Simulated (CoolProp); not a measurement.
A single-stage vapour-compression cycle with cyclopentane: evaporating at 327.15 K (dew point), condensing at 393.15 K (bubble point), superheat 5 K, subcooling 0 K, compressor efficiency 0.75, no pressure losses. Each further row changes one setting.

Values from CoolProp's reference Helmholtz-energy equation of state, Gedanitz 2015.

| case | cooling COP | pressure ratio | discharge temperature (K) | refrigerating effect (kJ/kg) | volumetric capacity (kJ/m³) |
|---|---|---|---|---|---|
| as stated | 2.81 | 5.51 | 399.9 | 251 | 781 |
| evaporating temperature 332.15 K | 3.15 | 4.72 | 399.0 | 257 | 926 |
| condensing temperature 388.15 K | 3.13 | 4.95 | 395.6 | 262 | 818 |
| subcooling 5 K | 2.94 | 5.51 | 399.9 | 262 | 818 |
| superheat 15 K | 2.86 | 5.51 | 409.4 | 265 | 798 |
| compressor efficiency 0.65 | 2.43 | 5.51 | 407.4 | 251 | 781 |
